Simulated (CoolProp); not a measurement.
Vapour-liquid equilibrium of ethylene (1) + carbon dioxide (2) at 1340 kPa; x and y are mole fractions of (1).

The numbers come from the multi-fluid Helmholtz-energy mixture model, Smukala 2000 and Span 1996; pair parameters Bell 2016 in CoolProp.

```csv
x,"bubble temperature, mixture model (°C)","bubble temperature, Raoult's law (°C)","y, mixture model","y, Raoult's law"
0.05,-34.0,-32.4,0.104,0.068
0.125,-36.5,-33.2,0.224,0.165
0.2,-38.3,-34.1,0.315,0.258
0.275,-39.6,-34.9,0.389,0.346
0.35,-40.7,-35.7,0.453,0.431
0.425,-41.5,-36.5,0.511,0.511
0.5,-42.1,-37.3,0.566,0.587
0.575,-42.6,-38.1,0.621,0.659
0.65,-42.9,-38.9,0.677,0.727
0.725,-43.2,-39.7,0.737,0.792
0.8,-43.2,-40.5,0.800,0.853
0.875,-43.2,-41.3,0.869,0.911
0.95,-42.9,-42.1,0.945,0.965
```

The largest gap from Raoult's law is -5.0 K in bubble temperature, at x = 0.425. y crosses x between x = 0.8 and 0.875: the model has an azeotrope there.

Pair parameters are fitted to limited data, so mixtures are less certain than the pure fluids.
